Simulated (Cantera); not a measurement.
A freely propagating, adiabatic, planar premixed flame of CH4 : C2H6 : C3H8 : O2 : N2 = 1 : 0.66 : 0.034 : 3.45 : 13 (molar parts), unburnt at 323 K and 5.00 bar; mixture-averaged transport, grid criteria slope 0.08 and curve 0.16, no radiation.

Detailed kinetics in Cantera: GRI-Mech 3.0 (53 species, 325 reactions). Burning velocities carry a grid error of a few per cent, more on coarse grids.

Problem. How do the results move with these cheaper or finer settings: unity-Lewis-number transport; multicomponent transport; multicomponent+Soret transport; grid criteria slope 0.5, curve 1; grid criteria slope 0.25, curve 0.5; grid criteria slope 0.03, curve 0.06?

Solution. 
| setting | laminar burning velocity | thermal thickness | peak x(H) | peak x(CH2CO) | grid points |
|---|---|---|---|---|---|
| as above | 17.6 cm/s | 0.175 mm | 0.00200 | 0.00104 | 138 |
| unity-Lewis-number transport | 14.1 cm/s | 0.205 mm | 0.00266 | 0.000721 | 139 |
| multicomponent transport | 17.7 cm/s | 0.177 mm | 0.00201 | 0.00105 | 139 |
| multicomponent+Soret transport | 18.0 cm/s | 0.173 mm | 0.00216 | 0.00105 | 140 |
| grid criteria slope 0.5, curve 1 | 18.4 cm/s | 0.198 mm | 0.00180 | 0.00106 | 32 |
| grid criteria slope 0.25, curve 0.5 | 18.0 cm/s | 0.182 mm | 0.00194 | 0.00105 | 58 |
| grid criteria slope 0.03, curve 0.06 | 17.6 cm/s | 0.171 mm | 0.00206 | 0.00104 | 369 |
The base run took roughly 5 core-seconds.
Unity Lewis numbers drop preferential diffusion, which matters most where H2 and H carry the flame; Soret adds thermal diffusion.
